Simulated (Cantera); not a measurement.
A closed system holds: 1 mol CH₂F₂, 0.018 mol CH₄, 0.53 mol F₂, equilibrated at 1498.15 K and 0.525 Torr.

Cantera equilibrium calculation (NASA polynomials, part measured and part estimated; ideal gas, pure solids and liquids). Candidate condensed phases: C, C₆H₆, C₇H₈, C₈H₁₈; 95 gas species. Gases not in the tables: C₂F₆ and larger saturated fluorocarbons. Equilibrium is a limit: real reactors are often held back by kinetics, nucleation or transport.

Base state: HF 0.893, CF₄ 0.106, CF₂ 0.000512, F 0.000254, CF₃ 3.51e-5 (mole fractions); condensed: C(graphite).

Question: What changes in the equilibrium state with this change: temperature from 1498.15 K to 3475 K?

Answer: 
```json
[
 {"species": "F", "before": "0.000254", "after": "0.487"},
 {"species": "H", "before": "4.04e-8", "after": "0.324"},
 {"species": "C", "before": "<1e-9", "after": "0.147"},
 {"species": "HF", "before": "0.893", "after": "0.0273"},
 {"species": "CF₄", "before": "0.106", "after": "<1e-9"},
 {"species": "C₂", "before": "<1e-9", "after": "0.00654"},
 {"species": "C₃", "before": "<1e-9", "after": "0.00242"},
 {"species": "CF", "before": "4.11e-8", "after": "0.00539"},
 {"species": "C(graphite), mol", "before": "0.771", "after": "0"}
]
```

Question: What changes in the equilibrium state with this change: temperature from 1498.15 K to 3098.15 K?

Answer: 
```tsv
species	before	after
F	0.000254	0.428
H	4.04e-8	0.232
HF	0.893	0.211
CF₄	0.106	<1e-9
C	<1e-9	0.0566
C₃	<1e-9	0.0388
C₂	<1e-9	0.0127
CF	4.11e-8	0.0191
C₂H	<1e-9	0.000375
H₂	3.86e-9	0.000845
C₅	<1e-9	9.48e-5
C(graphite), mol	0.771	0
```

Question: What changes in the equilibrium state with this change: temperature from 1498.15 K to 3148.15 K?

Answer: 
```json
[
 {"species": "F", "before": "0.000254", "after": "0.444"},
 {"species": "H", "before": "4.04e-8", "after": "0.256"},
 {"species": "HF", "before": "0.893", "after": "0.167"},
 {"species": "CF₄", "before": "0.106", "after": "<1e-9"},
 {"species": "C", "before": "<1e-9", "after": "0.0695"},
 {"species": "C₃", "before": "<1e-9", "after": "0.0316"},
 {"species": "C₂", "before": "<1e-9", "after": "0.0132"},
 {"species": "CF", "before": "4.11e-8", "after": "0.0172"},
 {"species": "C₂H", "before": "<1e-9", "after": "0.000317"},
 {"species": "H₂", "before": "3.86e-9", "after": "0.000773"},
 {"species": "C₅", "before": "<1e-9", "after": "5.58e-5"},
 {"species": "C₄", "before": "<1e-9", "after": "4.01e-5"},
 {"species": "CH", "before": "<1e-9", "after": "1.82e-5"},
 {"species": "C(graphite), mol", "before": "0.771", "after": "0"}
]
```
